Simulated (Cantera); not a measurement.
Mixture: 8.24 % CH4, 18.7 % O2, 70.4 % N2, 2.64 % H2O, equivalence ratio 0.88, at 0.355 atm, adiabatic and at constant pressure. Ignition delay is the time to a rise of 400 K.

Detailed kinetics in Cantera: GRI-Mech 3.0 (53 species, 325 reactions).

Question: Predict: delay at 1425 K; delay at 1500 K; delay at 1575 K; delay at 1650 K; delay at 1725 K; apparent activation energy between 1575 and 1725 K.

Answer: 
```json
{
  "delay at 1425 K": "5.62 ms",
  "delay at 1500 K": "2.60 ms",
  "delay at 1575 K": "1.34 ms",
  "delay at 1650 K": "0.746 ms",
  "delay at 1725 K": "0.445 ms",
  "apparent activation energy between 1575 and 1725 K": "170 kJ/mol"
}
```
